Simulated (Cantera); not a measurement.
# Equilibrium for abatement and gas-phase synthesis: S + H2 + O2 + SO2

A closed system holds: 1 mol S, 0.31 mol H2, 0.075 mol O2, 0.0065 mol SO2, at 0.133 bar.

Equilibrium computed with Cantera from the NASA thermochemical tables; the gas is ideal and each condensed phase is pure. Candidate condensed phases: H2O, H2SO4, S; 19 gas species. The numbers say what is thermodynamically allowed, not how fast it happens.

From 1750 K to 2550 K nothing is condensed.

| T (K) | log p S2 | log p H2 | log p H2O | log p S | log p SO | log p H2S | log p SH | log p H | log p SO2 |
|---|---|---|---|---|---|---|---|---|---|
| 1750 | -1.11 | -1.65 | -1.68 | -3.87 | -3.04 | -2.10 | -2.81 | -4.46 | -2.59 |
| 1850 | -1.12 | -1.61 | -1.72 | -3.52 | -2.81 | -2.20 | -2.67 | -4.07 | -2.53 |
| 1950 | -1.13 | -1.57 | -1.76 | -3.21 | -2.62 | -2.30 | -2.54 | -3.73 | -2.49 |
| 2050 | -1.14 | -1.54 | -1.81 | -2.93 | -2.45 | -2.40 | -2.44 | -3.42 | -2.46 |
| 2150 | -1.15 | -1.52 | -1.87 | -2.68 | -2.31 | -2.49 | -2.35 | -3.14 | -2.45 |
| 2250 | -1.17 | -1.51 | -1.93 | -2.45 | -2.18 | -2.59 | -2.27 | -2.88 | -2.46 |
| 2350 | -1.19 | -1.50 | -2.01 | -2.25 | -2.09 | -2.68 | -2.21 | -2.66 | -2.49 |
| 2450 | -1.22 | -1.51 | -2.09 | -2.06 | -2.01 | -2.78 | -2.16 | -2.45 | -2.54 |
| 2550 | -1.26 | -1.52 | -2.18 | -1.90 | -1.94 | -2.89 | -2.12 | -2.26 | -2.60 |
log p: log10 of the partial pressure in bar; nothing condenses.
